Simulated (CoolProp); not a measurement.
Vapour-liquid equilibrium of R125 (1) + R245fa (2) at 35.55 °C; x and y are mole fractions of (1).

Values from CoolProp's multi-fluid Helmholtz-energy mixture model, Lemmon 2005 and Akasaka 2015; pair parameters Bell 2016.

| x | bubble pressure, mixture model (kPa) | bubble pressure, Raoult's law (kPa) | y, mixture model | y, Raoult's law |
|---|---|---|---|---|
| 0.05 | 294.2 | 295.3 | 0.283 | 0.305 |
| 0.15 | 445.7 | 454.0 | 0.553 | 0.596 |
| 0.25 | 592.7 | 612.6 | 0.686 | 0.736 |
| 0.35 | 737.6 | 771.3 | 0.767 | 0.818 |
| 0.45 | 882.6 | 929.9 | 0.824 | 0.872 |
| 0.55 | 1030 | 1089 | 0.867 | 0.911 |
| 0.65 | 1182 | 1247 | 0.902 | 0.939 |
| 0.75 | 1341 | 1406 | 0.932 | 0.962 |
| 0.85 | 1512 | 1565 | 0.959 | 0.979 |
| 0.95 | 1699 | 1723 | 0.986 | 0.994 |

The largest gap from Raoult's law is -5.4 % in bubble pressure, at x = 0.55. No azeotrope shows between x = 0.05 and 0.95.

Pair parameters are fitted to limited data, so mixtures are less certain than the pure fluids.
